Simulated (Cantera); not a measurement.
A freely propagating, adiabatic, planar premixed flame of H₂ : O₂ : N₂ = 1 : 0.417 : 1.21 (molar parts), equivalence ratio 1.2, unburnt at 675 K and 28000 Pa; multicomponent transport, grid criteria slope 0.08 and curve 0.16, no radiation.

Cantera simulation using the H2/O2 subset of GRI-Mech 3.0, which has no nitrogen chemistry; the numbers are that mechanism's predictions, not measurements. Burning velocities carry a grid error of a few per cent, more on coarse grids.

### Question
Predict: laminar burning velocity; thermal thickness; peak x(OH); peak x(H); peak x(HO₂).

### Answer
```
Quantity                      Value
------------------------  ---------
laminar burning velocity  1040 cm/s
thermal thickness           2.37 mm
peak x(OH)                   0.0250
peak x(H)                     0.121
peak x(HO₂)                 8.40e-5
```
